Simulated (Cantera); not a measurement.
An isothermal, constant-pressure homogeneous reactor starts with 14.9 % CH4, 85.1 % CO2, at 2148 K and 135 Torr.

Detailed kinetics in Cantera: GRI-Mech 3.0 (53 species, 325 reactions).

x: mole fraction; the columns are a selection and need not sum to one.

| t (s) | x CH4 | x CO2 | x CH2 | x OH | x CH3 |
|---|---|---|---|---|---|
| 2.00e-5 | 0.145 | 0.849 | ? | 1.19e-5 | 0.00378 |
| 5.39e-5 | 0.134 | 0.843 | ? | 3.05e-5 | 0.00900 |
| 0.000146 | 0.0924 | 0.803 | ? | 9.73e-5 | 0.0118 |
| 0.000392 | 0.0390 | 0.698 | ? | 0.000166 | 0.00572 |
| 0.00106 | 0.0101 | 0.571 | ? | 0.000265 | 0.00192 |
| 0.00286 | 0.00153 | 0.473 | ? | 0.000391 | 0.000494 |
| 0.00770 | 0.000816 | 0.397 | ? | 0.000354 | 0.000246 |
| 0.0208 | 5.02e-5 | 0.356 | ? | 0.000359 | 1.49e-5 |
| 0.0560 | <1e-12 | 0.354 | <1e-12 | 0.000940 | <1e-12 |
| 0.151 | <1e-12 | 0.354 | <1e-12 | 0.00114 | <1e-12 |
| 0.408 | <1e-12 | 0.354 | <1e-12 | 0.00114 | <1e-12 |
| 1.10 | <1e-12 | 0.354 | <1e-12 | 0.00114 | <1e-12 |
| 2.97 | <1e-12 | 0.354 | <1e-12 | 0.00114 | <1e-12 |
| 8.00 | <1e-12 | 0.354 | <1e-12 | 0.00114 | <1e-12 |

Some entries are withheld; supply them.


- 2.00e-5, x CH2: 4.02e-6
- 5.39e-5, x CH2: 1.91e-5
- 0.000146, x CH2: 4.25e-5
- 0.000392, x CH2: 3.25e-5
- 0.00106, x CH2: 2.26e-5
- 0.00286, x CH2: 1.66e-5
- 0.00770, x CH2: 7.24e-6
- 0.0208, x CH2: 3.63e-7
